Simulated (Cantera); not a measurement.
Cantera run, input and output.

```python
import numpy as np
import cantera as ct

gas = ct.Solution("gri30.yaml")
gas.TPX = 325, 13000, {'CO': 1, 'H2': 0.4, 'CH4': 0.22, 'O2': 1.18, 'N2': 5.6}
flame = ct.FreeFlame(gas, width=0.17)
flame.set_refine_criteria(ratio=3, slope=0.08, curve=0.16)
flame.transport_model = "mixture-averaged"
flame.solve(loglevel=0, auto=True)
z, T = flame.grid, flame.T
thick = (T[-1] - T[0]) / np.gradient(T, z).max()
show = ['CO', 'H2', 'CH4', 'CO2', 'CH2CO', 'NO']
print(f"laminar burning velocity  {flame.velocity[0] * 100:.3f} cm/s")
print(f"burnt temperature         {T[-1]:.1f} K")
print(f"thermal thickness         {thick * 1e3:.4f} mm")
print(f"grid points               {len(z)}")
z0 = z[flame.heat_release_rate.argmax()]
print(f"{'z/mm':>9s}{'T/K':>9s}{'u/(m/s)':>9s}" + "".join(f"{s:>11s}" for s in show))
rows = []
for k in (-3, -2, -1.5, -1, -0.5, -0.25, 0, 0.25, 0.5, 1, 2, 4, 8):
    zz = z0 + k * thick
    rows.append([k * thick, np.interp(zz, z, T), np.interp(zz, z, flame.velocity),
                 *(np.interp(zz, z, flame.X[gas.species_index(s)]) for s in show)])
    print(f"{rows[-1][0] * 1e3:9.3f}{rows[-1][1]:9.1f}{rows[-1][2]:9.3f}" + "".join(f"{x:11.3e}" for x in rows[-1][3:]))
```

It prints:

```
laminar burning velocity  81.174 cm/s
burnt temperature         2117.4 K
thermal thickness         3.9765 mm
grid points               176
     z/mm      T/K  u/(m/s)         CO         H2        CH4        CO2      CH2CO         NO
  -11.929    325.0    0.812  1.190e-01  4.761e-02  2.619e-02  1.354e-11 -5.397e-15  2.249e-16
   -7.953    325.0    0.812  1.191e-01  4.755e-02  2.619e-02  1.738e-09 -3.823e-15  1.102e-14
   -5.965    325.0    0.812  1.191e-01  4.740e-02  2.620e-02  2.894e-08  2.758e-14  1.308e-13
   -3.976    325.5    0.812  1.192e-01  4.669e-02  2.621e-02  1.456e-06  2.274e-12  4.066e-12
   -1.988    414.5    1.030  1.176e-01  4.167e-02  2.579e-02  1.948e-03  1.148e-08  3.812e-09
   -0.994    718.4    1.781  1.127e-01  3.463e-02  2.085e-02  1.008e-02  9.333e-08  6.093e-08
    0.000   1137.1    2.820  1.075e-01  2.441e-02  5.599e-03  2.951e-02  5.535e-07  3.936e-07
    0.994   1324.6    3.266  8.797e-02  1.305e-02  1.791e-04  5.672e-02  1.577e-08  1.290e-06
    1.988   1397.4    3.418  6.920e-02  9.831e-03  2.641e-06  7.762e-02  6.802e-11  2.554e-06
    3.976   1485.6    3.595  5.017e-02  1.016e-02  8.460e-10  9.907e-02  1.065e-14  5.192e-06
    7.953   1580.0    3.793  4.255e-02  1.031e-02  2.391e-15  1.083e-01  1.921e-19  9.485e-06
   15.906   1681.1    4.009  4.100e-02  9.312e-03  2.669e-17  1.108e-01  6.573e-20  1.503e-05
   31.812   1784.3    4.225  3.792e-02  7.817e-03  7.192e-18  1.150e-01  2.852e-20  2.161e-05
```

Detailed kinetics in Cantera: GRI-Mech 3.0 (53 species, 325 reactions). Burning velocities carry a grid error of a few per cent, more on coarse grids.
